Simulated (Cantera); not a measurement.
An isothermal, constant-pressure homogeneous reactor starts with CH4 : H2 = 1 : 100 (molar parts), at 2000 K and 1330 Pa.

Cantera simulation using GRI-Mech 3.0 (53 species, 325 reactions); the numbers are that mechanism's predictions, not measurements. GRI-Mech 3.0 stops at C3 and has no aromatics, soot or wall deposition, so with more carbon than oxygen in the feed, carbon stays in small species such as C2H2 where larger ones or solid carbon would form. Radical loss at walls, strong at low pressure, is not modelled.

x: mole fraction; the columns are a selection and need not sum to one.

```csv
t (s),x CH4,x H2,x C2H4,x CH3,x C2H,x CH2
0.000200,0.00989,0.990,4.12e-10,9.70e-6,<1e-12,4.67e-10
0.000580,0.00988,0.990,7.36e-9,2.48e-5,<1e-12,3.64e-9
0.00168,0.00983,0.990,1.38e-7,6.82e-5,<1e-12,2.96e-8
0.00488,0.00970,0.989,1.85e-6,0.000191,3.59e-11,2.37e-7
0.0141,0.00921,0.987,9.38e-6,0.000507,…,1.70e-6
0.0410,0.00687,0.985,1.46e-5,0.000857,…,6.20e-6
0.119,0.00250,0.985,3.53e-6,0.000445,…,4.86e-6
0.345,0.000580,0.984,6.89e-7,0.000127,…,1.79e-6
1.00,0.000133,0.982,4.60e-7,3.36e-5,…,5.55e-7
```

Task: Complete the blanks.

Result: 
- 0.0141, x C2H: 3.66e-9
- 0.0410, x C2H: 1.23e-7
- 0.119, x C2H: 5.78e-7
- 0.345, x C2H: 9.39e-7
- 1.00, x C2H: 1.15e-6
